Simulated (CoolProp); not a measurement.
A simple Rankine cycle with water: condensing at 312.15 K, boiler at 0.341 MPa, turbine inlet 416.1 K, turbine efficiency 0.65, pump efficiency 0.6, no recuperator. Each further row changes one setting.

Computed with CoolProp (reference Helmholtz-energy equation of state, Wagner 2002).

| case | thermal efficiency (%) | net work (kJ/kg) | heat in (kJ/kg) | turbine exit temperature (K) | volume ratio over the turbine |
|---|---|---|---|---|---|
| as stated | 14.5 | 374 | 2580 | 312.1 | 34.5 |
| turbine inlet 436.1 K | 14.5 | [?] | 2620 | 312.1 | [?] |
| condensing temperature 304.15 K | 15.6 | [?] | 2610 | 304.1 | 51.9 |
| boiler pressure 0.239 MPa | 13.3 | [?] | 2590 | 312.1 | 24.3 |
| turbine efficiency 0.55 | 12.3 | 316 | 2580 | 312.1 | 35.4 |

### Question
What belongs in the gaps?

### Answer

- turbine inlet 436.1 K, net work (kJ/kg): 381
- turbine inlet 436.1 K, volume ratio over the turbine: 33.2
- condensing temperature 304.15 K, net work (kJ/kg): 407
- boiler pressure 0.239 MPa, net work (kJ/kg): 343

The expansion ends wet for: as stated; turbine inlet 436.1 K; condensing temperature 304.15 K; boiler pressure 0.239 MPa; turbine efficiency 0.55.
